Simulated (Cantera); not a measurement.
Feed: 1 mol CH₃Cl, 0.78 mol H₂, at 1348.15 K and 1.30 Pa.

Cantera equilibrium calculation (NASA polynomials, part measured and part estimated; ideal gas, pure solids and liquids). Candidate condensed phases: C, C₆H₆, C₇H₈, C₈H₁₈; 91 gas species. Kinetics and transport are ignored.

Q: What is the equilibrium state?

A: 
```
Item               Result
--------------  ---------
x(H₂)               0.640
x(HCl)              0.359
x(H)             0.000514
x(Cl)            0.000241
n(C(graphite))  1.000 mol
gas amount      2.781 mol
```
